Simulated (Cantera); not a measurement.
A Cantera script and its output.

```python
import numpy as np
import cantera as ct

gas = ct.Solution("gri30.yaml", transport_model="multicomponent")
show = ['O', 'CH3', 'CH4']

rows = []
print(f"{'T/K':>7s}{'rho':>11s}{'cp':>10s}{'mu':>11s}{'lambda':>11s}{'Pr':>7s}" + "".join(f"{'D_' + s:>11s}" for s in show))
for T in [400, 500, 600, 700, 800, 900, 1000, 1100, 1200]:
    gas.TPX = T, 310000, {'N2': 0.54, 'NO': 0.98}
    Pr = gas.cp_mass * gas.viscosity / gas.thermal_conductivity
    D = [gas.mix_diff_coeffs_mole[gas.species_index(s)] for s in show]
    rows.append([gas.density, gas.cp_mass, gas.viscosity, gas.thermal_conductivity, Pr, *D])
    print(f"{T:7g}{gas.density:11.4e}{gas.cp_mass:10.1f}{gas.viscosity:11.4e}"
          f"{gas.thermal_conductivity:11.4e}{Pr:7.3f}" + "".join(f"{d:11.4e}" for d in D))
print("SI units: kg/m3, J/kg/K, Pa s, W/m/K, m2/s")
```

Output:

```
    T/K        rho        cp         mu     lambda     Pr        D_O      D_CH3      D_CH4
    400 2.7309e+00    1014.9 2.2849e-05 3.2646e-02  0.710 1.7305e-05 1.2158e-05 1.2106e-05
    500 2.1847e+00    1030.4 2.6719e-05 3.8855e-02  0.709 2.5316e-05 1.7910e-05 1.7829e-05
    600 1.8206e+00    1052.2 3.0259e-05 4.4987e-02  0.708 3.4450e-05 2.4477e-05 2.4362e-05
    700 1.5605e+00    1076.9 3.3555e-05 5.1088e-02  0.707 4.4632e-05 3.1804e-05 3.1651e-05
    800 1.3655e+00    1101.9 3.6662e-05 5.7129e-02  0.707 5.5806e-05 3.9847e-05 3.9652e-05
    900 1.2137e+00    1125.1 3.9616e-05 6.3045e-02  0.707 6.7927e-05 4.8573e-05 4.8332e-05
   1000 1.0924e+00    1145.2 4.2444e-05 6.8762e-02  0.707 8.0957e-05 5.7953e-05 5.7663e-05
   1100 9.9306e-01    1160.4 4.5166e-05 7.4162e-02  0.707 9.4862e-05 6.7963e-05 6.7621e-05
   1200 9.1031e-01    1174.2 4.7795e-05 7.9430e-02  0.707 1.0961e-04 7.8582e-05 7.8184e-05
SI units: kg/m3, J/kg/K, Pa s, W/m/K, m2/s
```

Cantera simulation using GRI-Mech 3.0 (53 species, 325 reactions); the numbers are that mechanism's predictions, not measurements. The composition is frozen, though it would react at the higher temperatures.
